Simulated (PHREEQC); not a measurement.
0.1 mol of Fluorite (CaF2) is brought to equilibrium with 1 kg of water holding 0.1 mol/kgw NaCl, at 25 °C, the pH being set by adding NaOH or HCl. Oxygen is held at 0.21 atm. The system is closed to CO2. Solids allowed: Fluorite. Others were left out.

Base run: PHREEQC, ion-association model, wateq4f.dat. Each further column changes one thing. The table gives dissolved Ca (mol/kgw).

```
pH         base  temperature from 25 to 45 °C
-----  --------  ----------------------------
2       0.00164                       0.00243
3.25   0.000427                      0.000559
4.5    0.000317                      0.000379
5.75   0.000311                      0.000367
7      0.000310                      0.000367
8.25   0.000310                      0.000367
9.5    0.000310                      0.000367
10.75  0.000311                      0.000369
12     0.000325                      0.000407
```

 Constants without temperature data keep their 25 °C values here.
